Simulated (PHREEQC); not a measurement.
NaOH is added in steps, without added water, to 1 kg of water holding 1.1 mol/kgw Na2SO4 and 0.029 mol/kgw H3BO3, at 20 °C. CO2 from the air is kept out. The run lets Mirabilite, Thenardite, Borax, Boric_acid,s, NaBO2:4H2O, NaB5O8:5H2O precipitate or redissolve, and no other solid.

Base run: PHREEQC, Pitzer model, pitzer.dat. Each further column changes one thing. The table gives pH.

```json
[
 {"NaOH added (mol)": "0", "base": "5.65", "temperature from 20 to 15 °C": "5.62", "no solid may form": "5.65"},
 {"NaOH added (mol)": "0.008225", "base": "8.43", "temperature from 20 to 15 °C": "8.45", "no solid may form": "8.43"},
 {"NaOH added (mol)": "0.01528", "base": "8.89", "temperature from 20 to 15 °C": "8.91", "no solid may form": "8.89"},
 {"NaOH added (mol)": "0.0235", "base": "9.48", "temperature from 20 to 15 °C": "9.50", "no solid may form": "9.48"},
 {"NaOH added (mol)": "0.03173", "base": "11.36", "temperature from 20 to 15 °C": "11.55", "no solid may form": "11.36"},
 {"NaOH added (mol)": "0.03877", "base": "11.90", "temperature from 20 to 15 °C": "12.09", "no solid may form": "11.90"},
 {"NaOH added (mol)": "0.047", "base": "12.17", "temperature from 20 to 15 °C": "12.36", "no solid may form": "12.17"}
]
```

In brines, pH and single-ion activities rest on the MacInnes convention.
